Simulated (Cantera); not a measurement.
A Cantera script and its output.

```python
import numpy as np
import cantera as ct

gas = ct.Solution("gri30.yaml")
gas.TPX = 2300, 2200, {'CH4': 0.0043, 'H2': 1, 'O2': 0.01}
reactor = ct.IdealGasConstPressureReactor(gas, energy="off", clone=False)
net = ct.ReactorNet([reactor])
net.rtol, net.atol = 1e-08, 1e-18
show = ['CH4', 'H2', 'O2', 'CO2', 'O']
times = np.geomspace(0.0001, 200, 13)

steps = ct.SolutionArray(gas, extra=["t"])
rows = []
print(f"{'t/s':>10s}{'T/K':>9s}{'P/Pa':>11s}" + "".join(f"{s:>11s}" for s in show))
for t in times:
    while net.time < t:
        t_next = net.step()
        steps.append(gas.state, t=t_next)
    rows.append([np.interp(t, steps.t, y) for y in (steps.T, steps.P, *steps(*show).X.T)])
    print(f"{t:10.3e}{rows[-1][0]:9.1f}{rows[-1][1]:11.4g}" + "".join(f"{x:11.3e}" for x in rows[-1][2:]))
rate = np.gradient(steps.T, steps.t)
print("integrator steps:", len(steps.t))
if steps.T.max() > steps.T[0] + 200:
    print(f"time of steepest temperature rise: {steps.t[rate.argmax()]:.4e} s")
gas.TPX = 2300, 2200, {'CH4': 0.0043, 'H2': 1, 'O2': 0.01}
gas.equilibrate("TP")
print(f"equilibrium (TP): T = {gas.T:.1f} K  " + "  ".join(f"{s} {gas[s].X[0]:.3e}" for s in show))
```

Output:

```
       t/s      T/K       P/Pa        CH4         H2         O2        CO2          O
 1.000e-04   2300.0       2200  4.188e-03  9.852e-01  9.711e-03  4.893e-09  1.649e-06
 3.350e-04   2300.0       2200  3.867e-03  9.788e-01  7.709e-03  5.565e-07  1.174e-05
 1.122e-03   2300.0       2200  2.686e-03  9.561e-01  4.288e-05  5.220e-06  1.235e-06
 3.761e-03   2300.0       2200  1.723e-03  9.549e-01  9.423e-09  1.183e-06  1.134e-06
 1.260e-02   2300.0       2200  6.195e-04  9.527e-01  1.185e-08  3.010e-06  1.461e-06
 4.221e-02   2300.0       2200  1.800e-04  9.489e-01  1.469e-08  6.793e-06  1.934e-06
 1.414e-01   2300.0       2200  2.606e-05  9.422e-01  1.896e-08  1.133e-05  2.785e-06
 4.738e-01   2300.0       2200  3.106e-11  9.281e-01  3.557e-08  1.185e-05  5.287e-06
 1.587e+00   2300.0       2200  8.450e-13  9.183e-01  5.103e-08  1.183e-05  7.558e-06
 5.318e+00   2300.0       2200  8.271e-13  9.179e-01  5.173e-08  1.183e-05  7.660e-06
 1.782e+01   2300.0       2200  8.271e-13  9.179e-01  5.173e-08  1.183e-05  7.660e-06
 5.970e+01   2300.0       2200  8.271e-13  9.179e-01  5.173e-08  1.183e-05  7.660e-06
 2.000e+02   2300.0       2200  8.271e-13  9.179e-01  5.173e-08  1.183e-05  7.660e-06
integrator steps: 1787
equilibrium (TP): T = 2300.0 K  CH4 9.120e-13  H2 9.179e-01  O2 5.173e-08  CO2 1.183e-05  O 7.660e-06
```

Cantera simulation using GRI-Mech 3.0 (53 species, 325 reactions); the numbers are that mechanism's predictions, not measurements. Radical loss at walls, strong at low pressure, is not modelled.
